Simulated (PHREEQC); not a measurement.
# Copper plating or etch bath

Consider water at 91 °C with 35 mmol/kgw CuSO4, 0.47 mmol/kgw HCl and 21 mmol/kgw H3BO3. Closed to the air; pH follows from the charge balance.

All values are PHREEQC results (ion-association model, wateq4f.dat), not measurements.

This is a speciation only: nothing precipitates in the calculation.

Q: Predict the pH, ionic strength.

A: pH 3.94; ionic strength 0.0789 mol/kgw.

Q: In which forms is S present?

A: SO4-2 55 %, CuSO4 43 %, HSO4- 1.6 % of the S.

Saturation is exceeded, for instance for Tenorite (slow to form); the values hold only as long as no solid forms. Species that the database lacks are ignored. Constants without temperature data keep their 25 °C values here.
